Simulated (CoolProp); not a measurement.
Values from CoolProp's reference Helmholtz-energy equation of state, Lemmon 2003. It is a pseudo-pure fit of the blend.

Problem. For R404A, give the phase and the cp (kJ/(kg K)), cv (kJ/(kg K)), Joule-Thomson coefficient (K/MPa) at 349.3 K and 0.101 MPa; 462.3 K and 0.101 MPa.

Solution. 
- 349.3 K and 0.101 MPa: gas; cp 0.960, cv 0.871, Joule-Thomson coefficient 10.4
- 462.3 K and 0.101 MPa: gas; cp 1.13, cv 1.04, Joule-Thomson coefficient 4.63
